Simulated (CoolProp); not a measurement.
Vapour-liquid equilibrium of cyclohexane (1) + n-heptane (2) at 501.7 K; x and y are mole fractions of (1).

The numbers come from the multi-fluid Helmholtz-energy mixture model, Zhou 2014 and Span 2003; pair parameters Bell 2016 in CoolProp.

Question: Give the bubble pressure and the first vapour's composition at x = 0.125, 0.275, 0.575. Is there an azeotrope?

Answer: x = 0.125: 1.620 MPa, y = 0.143; x = 0.275: 1.696 MPa, y = 0.308; x = 0.575: 1.849 MPa, y = 0.614. No azeotrope shows between x = 0.05 and 0.95.

The pair parameters rest on a limited set of measurements; away from them the model extrapolates.
